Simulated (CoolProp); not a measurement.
A single-stage vapour-compression cycle with the fluid: evaporating at 308.15 K (dew point), condensing at 370.15 K (bubble point), superheat 8 K, subcooling 0 K, compressor efficiency 0.75, no pressure losses. The same conditions are run with several fluids, on thermodynamics alone (safety and materials aside).

Computed with CoolProp (reference Helmholtz-energy equation of state of each fluid (cis-2-butene: Lemmon 2005; R236FA: Pan 2012; R113: Marx 1992; R124: de Vries 1995; isohexane: Lemmon 2006; n-perfluoropentane: Gao 2022)).

| fluid | cooling COP | pressure ratio | discharge temperature (K) | refrigerating effect (kJ/kg) | volumetric capacity (kJ/m³) |
|---|---|---|---|---|---|
| cis-2-butene | 2.68 | 4.58 | 385.9 | 240 | 1620 |
| R236FA | 2.01 | 4.84 | 373.3 | 61.4 | 1490 |
| R113 | 2.76 | 6.21 | 371.9 | 94.0 | 451 |
| R124 | 2.12 | 4.35 | 380.4 | 67.6 | 2050 |
| isohexane | 2.64 | 6.81 | 370.2 | 203 | 286 |
| n-perfluoropentane | 1.44 | 5.79 | 370.1 | 25.1 | 364 |

The compression ends wet for: isohexane; n-perfluoropentane.
